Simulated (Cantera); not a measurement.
Feed: 1 mol TiO2, a varied amount of H2, 0.42 mol H2O, held at 0.133 bar.

Cantera equilibrium calculation (NASA polynomials, part measured and part estimated; ideal gas, pure solids and liquids). Candidate condensed phases: H2O, Ti, TiO, TiO2, Ti2O3, Ti3O5, Ti4O7; 12 gas species. Mutual solubility and eutectic melting of coexisting phases are not modelled. Condensed phases not in the tables: Magnéli phases beyond Ti4O7. Gases not in the tables: TiO(OH)2. Kinetics and transport are ignored.

Stable condensed phases, one row left out:

```
T in K \ n(H2) in mol
          66  79  94 110 130 160 190 230 280 330 400 470 570
   1475    A   A   A   A   A   A   A   B   B   B   B   B   B
   1450    A   A   A   A   A   A   A   A   B   B   B   B   B
   1425    C   A   A   A   A   A   A   A   A   D   B   B   B
   1400    C   C   A   A   A   A   A   A   A   A   D   B   B
   1350    E   E   C   C   C   A   A   A   A   A   A   A   A
   1325    E   E   E   E   C   C   A   A   A   A   A   A   A
   1300    E   E   E   E   E   C   C   A   A   A   A   A   A
   1275    E   E   E   E   E   E   C   C   C   A   A   A   A
   1250    E   E   E   E   E   E   E   E   C   C   A   A   A
   1225    E   E   E   E   E   E   E   E   E   C   C   C   A
   1200    E   E   E   E   E   E   E   E   E   E   C   C   C
   1175    E   E   E   E   E   E   E   E   E   E   E   E   C
   1150    E   E   E   E   E   E   E   E   E   E   E   E   E
```

A: Ti4O7; B: Ti3O5; C: TiO2 + Ti4O7; D: Ti3O5 + Ti4O7; E: TiO2.

Task: Give the row for 1375 K.

Result: 66: TiO2; 79: TiO2 + Ti4O7; 94: TiO2 + Ti4O7; 110: TiO2 + Ti4O7; 130: Ti4O7; 160: Ti4O7; 190: Ti4O7; 230: Ti4O7; 280: Ti4O7; 330: Ti4O7; 400: Ti4O7; 470: Ti4O7; 570: Ti3O5.
